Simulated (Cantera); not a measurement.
An isothermal, constant-pressure homogeneous reactor starts with H₂ : O₂ : N₂ = 0.14 : 1 : 0.53 (molar parts), at 1198 K and 20.0 Torr.

Model: GRI-Mech 3.0 (53 species, 325 reactions), integrated in Cantera. Radical loss at walls, strong at low pressure, is not modelled. The temperature is held fixed by assumption; the heat of reaction is taken as removed at once.

x: mole fraction; the columns are a selection and need not sum to one.

```tsv
t (s)	x H₂	x O₂	x O	x OH	x H₂O₂	x N₂O	x H₂O
0.000100	0.0838	0.599	8.56e-9	[?]	5.92e-12	<1e-12	1.02e-8
0.000280	0.0838	0.599	2.01e-7	[?]	4.73e-11	<1e-12	3.82e-7
0.000786	0.0822	0.598	0.000563	[?]	6.03e-9	4.14e-12	0.00114
0.00220	0.00269	0.548	0.0358	[?]	2.38e-7	3.36e-9	0.0697
0.00618	0.00170	0.561	0.0218	[?]	2.62e-7	6.43e-9	0.0776
0.0173	0.000558	0.575	0.00681	[?]	2.57e-7	9.33e-9	0.0846
0.0486	8.86e-5	0.580	0.00107	[?]	1.58e-7	1.28e-8	0.0869
0.136	1.20e-5	0.581	0.000148	[?]	6.34e-8	1.48e-8	0.0873
0.382	2.05e-6	0.581	2.58e-5	[?]	2.21e-8	1.58e-8	0.0874
1.07	4.56e-7	0.581	5.84e-6	[?]	7.53e-9	1.62e-8	0.0875
3.00	1.22e-7	0.581	1.59e-6	[?]	2.60e-9	1.62e-8	0.0875
```

### Question
What belongs in the gaps?

### Answer

- 0.000100, x OH: 5.68e-9
- 0.000280, x OH: 1.25e-7
- 0.000786, x OH: 0.000346
- 0.00220, x OH: 0.00465
- 0.00618, x OH: 0.00372
- 0.0173, x OH: 0.00213
- 0.0486, x OH: 0.000846
- 0.136, x OH: 0.000315
- 0.382, x OH: 0.000132
- 1.07, x OH: 6.28e-5
- 3.00, x OH: 3.28e-5
